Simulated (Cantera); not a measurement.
Feed: 1 mol Si, 2 mol F2, 12 mol N2, at 1625 K and 0.100 bar.

Equilibrium computed with Cantera from the NASA thermochemical tables; the gas is ideal and each condensed phase is pure. Candidate condensed phases: Si, Si3N4; 16 gas species. Kinetics and transport are ignored.

What is the equilibrium state?

x(N2): 0.923
x(SiF4): 0.0769
x(F): 2.27e-6
x(SiF3): 2.27e-6
gas amount: 13.00 mol
log10 activity of Si(s) (absent): -17.30
